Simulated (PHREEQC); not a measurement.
Consider water at 25 °C with 13 mmol/kgw CdSO4, 2 mmol/kgw NaCl and 0.41 mmol/kgw H2SO4. Closed to the air; pH follows from the charge balance.

The numbers come from PHREEQC with the ion-association model, phreeqc.dat.

```json
[
 {"quantity": "pH", "before": "3.29", "after": "3.45"},
 {"quantity": "ionic strength (mol/kgw)", "before": "0.0343", "after": "0.0331"},
 {"quantity": "SO4-2 (mol/kgw)", "before": "0.00790", "after": "0.00759"},
 {"quantity": "Cd+2 (mol/kgw)", "before": "0.00762", "after": "0.00741"},
 {"quantity": "CdSO4 (mol/kgw)", "before": "0.00445", "after": "0.00471"},
 {"quantity": "Cl- (mol/kgw)", "before": "0.00146", "after": "0.00144"},
 {"quantity": "SI of Halite (NaCl)", "before": "-7.26", "after": "-7.31"}
]
```

Which change was made?
A) 0.0002 mol/kgw NaNO3 added
B) H2SO4 from 0.00041 to 0.0041 mol/kgw
C) temperature from 25 to 65 °C
D) 0.0013 mol/kgw CdBr2 added
E) diluted 2-fold with water

C, temperature from 25 to 65 °C

Precipitation was switched off in this run. Away from 25 °C the constants follow the database's enthalpies or fits; those with neither stay at their 25 °C values.
